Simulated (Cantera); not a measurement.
A closed system holds: 1 mol BCl3, 0.48 mol NH3, at 775 °C and 0.330 Torr.

Equilibrium computed with Cantera from the NASA thermochemical tables; the gas is ideal and each condensed phase is pure. Candidate condensed phases: B, BN, NH4Cl; 21 gas species. Gases not in the tables: BHCl2. Kinetics and transport are ignored.

Base state: HCl 0.729, BCl3 0.267, H2 0.00263, N2 0.000876 (mole fractions); condensed: BN(s).

What changes in the equilibrium state with this change: BCl3 replaced by B2H6?


| species | before | after |
|---|---|---|
| H2 | 0.00263 | 1.00 |
| HCl | 0.729 | 0 |
| BCl3 | 0.267 | 0 |
| N2 | 0.000876 | <1e-9 |
| BN(s), mol | 0.477 | 0.480 |
| B(s), mol | 0 | 1.52 |
The feed counts by its element totals alone. Mutual solubility and eutectic melting of coexisting phases are not modelled.

What changes in the equilibrium state with this change: NH3 from 0.48 to 0.61 mol?


```tsv
species	before	after
HCl	0.729	0.817
BCl3	0.267	0.178
H2	0.00263	0.00381
N2	0.000876	0.00127
BN(s), mol	0.477	0.604
```

What changes in the equilibrium state with this change: temperature from 775 °C to 1202 °C?


```tsv
species	before	after
HCl	0.729	0.690
BCl3	0.267	0.275
H2	0.00263	0.0207
BCl	1.07e-9	0.00113
BCl2	5.76e-7	0.00319
BN(s), mol	0.477	0.451
```
The tables' values for BCl2, BCl are old estimates; treat these amounts as uncertain.
